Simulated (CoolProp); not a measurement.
Oxygen at 293.15 K and 0.704 MPa is compressed adiabatically to 2.78 MPa with isentropic efficiency 0.8. Each further row changes one setting.

The numbers come from the reference Helmholtz-energy equation of state, Schmidt 1985 in CoolProp.

```json
[
 {"case": "as stated", "work (kJ/kg)": "[?]", "final temperature (K)": "[?]", "final density (kg/m³)": "[?]"},
 {"case": "efficiency 1", "work (kJ/kg)": "128", "final temperature (K)": "[?]", "final density (kg/m³)": "[?]"},
 {"case": "efficiency 0.65", "work (kJ/kg)": "[?]", "final temperature (K)": "501.8", "final density (kg/m³)": "[?]"}
]
```

Task: Complete the blanks.

Result: 
- as stated, work (kJ/kg): 159
- as stated, final temperature (K): 464.2
- as stated, final density (kg/m³): 23.0
- efficiency 1, final temperature (K): 431.4
- efficiency 1, final density (kg/m³): 24.7
- efficiency 0.65, work (kJ/kg): 196
- efficiency 0.65, final density (kg/m³): 21.2

Above 300 K oxygen's equation is extrapolated.
